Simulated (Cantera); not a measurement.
A closed system holds: 1 mol BCl₃, 0.42 mol H₂O, 3.6 mol H₂, at 1073.15 K and 10.0 mbar.

Equilibrium computed with Cantera from the NASA thermochemical tables; the gas is ideal and each condensed phase is pure. Candidate condensed phases: B, B₂O₃, B₃O₃H₃, H₂O; 33 gas species. The tables' values for BOCl are old estimates; treat these amounts as uncertain. Gases not in the tables: BHCl₂. The numbers say what is thermodynamically allowed, not how fast it happens.

Base state: H₂ 0.697, HCl 0.164, BCl₃ 0.113, B₃O₃Cl₃ 0.0266, B₃O₃H₃ 0.000359, HBO 4.16e-5, BOCl 2.41e-5 (mole fractions); condensed: B₂O₃(l).

**Question.** What changes in the equilibrium state with this change: H₂O from 0.42 to 16 mol?

**Answer.** 
```csv
species,before,after
H₂O,5.80e-8,0.685
H₂,0.697,0.171
HCl,0.164,0.142
BCl₃,0.113,<1e-9
B₃O₃Cl₃,0.0266,<1e-9
(HBO₂)₃,<1e-9,0.00112
B₃O₃H₃,0.000359,<1e-9
HBO,4.16e-5,2.96e-9
"B₂O₃(l), mol",0.000757,0.455
```
Gases not in the tables: H₃BO₃.

**Question.** What changes in the equilibrium state with this change: temperature from 1073.15 K to 1398.15 K?

**Answer.** 
```
species         before     after
------------  --------  --------
H₂               0.697     0.580
HCl              0.164     0.328
BCl₃             0.113    0.0557
B₃O₃Cl₃         0.0266    0.0182
B₂O₃           8.68e-9  0.000230
BO               <1e-9   1.58e-5
B₂O₃(l), mol  0.000757   0.00687
B(s), mol            0     0.286
```
Mutual solubility and eutectic melting of coexisting phases are not modelled. The tables' values for BOCl, BCl₂, BCl are old estimates; treat these amounts as uncertain.
